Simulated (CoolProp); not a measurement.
Computed with CoolProp (reference Helmholtz-energy equation of state, de Reuck 1990).

Task: For fluorine, give the phase and the density (kg/m³) at -112.55 °C and 561 kPa; -112.55 °C and 7300 kPa.

Result: 
- -112.55 °C and 561 kPa: gas; density 16.4
- -112.55 °C and 7300 kPa: supercritical; density 374
